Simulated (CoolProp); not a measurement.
Hydrogen chloride along the isobar 86.1 bar: fugacity coefficient from the reference equation and from simpler models built on Tc = 324.7 K, pc = 83.14 bar, ω = 0.130; each cubic takes its own stable root.

The numbers come from the reference Helmholtz-energy equation of state, Thol 2018 in CoolProp.

```tsv
T (K)	phase	reference
199.2	liquid	0.02380
210.2	liquid	0.03906
221.2	liquid	0.06043
232.2	liquid	0.08889
243.2	liquid	0.1252
254.2	liquid	0.1699
265.2	liquid	0.2231
276.2	liquid	0.2845
287.2	liquid	0.3534
298.2	liquid	0.4288
309.2	liquid	0.5089
320.2	liquid	0.5908
331.2	supercritical	0.6565
342.2	supercritical	0.6946
353.2	supercritical	0.7253
364.2	supercritical	0.7512
```

Q: How far does each simpler model (van der Waals, Redlich-Kwong, Soave-Redlich-Kwong, Peng-Robinson) lie from the reference over these 16 states: mean and median of the absolute difference, and the worst?

A: 
- van der Waals: mean 89.2 %, median 44.6 %, worst +366.0 % at 199.2 K and 86.1 bar
- Redlich-Kwong: mean 12.3 %, median 13.0 %, worst +22.0 % at 210.2 K and 86.1 bar
- Soave-Redlich-Kwong: mean 4.4 %, median 4.6 %, worst +6.6 % at 276.2 K and 86.1 bar
- Peng-Robinson: mean 1.5 %, median 1.6 %, worst +2.8 % at 276.2 K and 86.1 bar
